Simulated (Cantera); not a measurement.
Input (Python, Cantera) and output of one run.

```python
import numpy as np
import cantera as ct

gas_names = """
    H HNO HNO2 HNO3 HO2 H2 H2O H2O2 N NH NH2 NH3 NH2OH NO NO2 NO3 N2 N2H2 N2H4 N2O O OH O2 O3 Si SiH
    SiH2 SiH3 SiH4 SiN SiO SiO2 Si2 Si2N Si3
""".split()
cond_names = """
    H2O(s) H2O(L) Si(cr) Si(L) SiO2(Lqz) SiO2(hqz) SiO2(L) Si2N2O(s) Si3N4(a)
""".split()


# ... load() reads the species with a 1 bar reference pressure and builds the phases ...
atoms = {
    'Si': {'Si': 1},
    'N2O': {'N': 2, 'O': 1},
    'H2': {'H': 2},
}
top_T = {'Si2N2O(s)': 2100, 'Si3N4(a)': 2400}  # K; cautious upper limits of use, not melting points


# ... equilibrate(T, P, feed) seeds the gas with the atoms and calls Mixture.equilibrate('TP', solver="vcs", rtol=1e-11, max_steps=5000) ...
results = []
T = 1700  # K
P = 1100  # Pa
for m in [16, 26, 41, 64, 100, 160, 250, 390, 610]:
    feed = {'Si': 1, 'N2O': 0.097, 'H2': m}  # mol
    mix = equilibrate(T, P, feed)
    results.append((T, P, feed, dict(zip(mix.species_names, mix.species_moles))))

top = {s: max(r[3][s] / sum(r[3][g] for g in gas_names) for r in results) for s in gas_names}
cols = sorted((s for s in top if top[s] > 0.0001), key=lambda s: -top[s])[:8]
seen = [c for c in cond_names if any(r[3].get(c, 0) > 1e-12 for r in results)]
print("log10 of partial pressures in bar; condensed amounts in mol")
print(f"{'n(H2)':>10s}" + "".join(f"{s[:9]:>10s}" for s in cols + seen))
for T, P, feed, n in results:
    ng = sum(n[g] for g in gas_names)
    print(f"{feed['H2']:10.4g}" + "".join(f"{np.log10(max(n[s] / ng * P / 1e5, 1e-99)):10.3f}" for s in cols)
          + "".join(f"{n.get(c, 0):10.4g}" for c in seen))
```

It prints:

```
log10 of partial pressures in bar; condensed amounts in mol
     n(H2)        H2       SiO        N2         H     Si(L)
        16    -1.964    -4.182    -4.182    -4.814    0.9016
        26    -1.962    -4.390    -4.390    -4.813    0.9007
        41    -1.961    -4.587    -4.587    -4.812    0.8994
        64    -1.961    -4.780    -4.780    -4.812    0.8974
       100    -1.960    -4.973    -4.973    -4.812    0.8943
       160    -1.960    -5.177    -5.177    -4.812     0.889
       250    -1.960    -5.370    -5.371    -4.811    0.8812
       390    -1.959    -5.563    -5.564    -4.811    0.8691
       610    -1.959    -5.758    -5.758    -4.811      0.85
```

These are equilibrium values from Cantera (NASA tables, ideal gas, pure condensed phases), not measurements of a reactor. Gases not in the tables: Si2H6 and higher silanes.
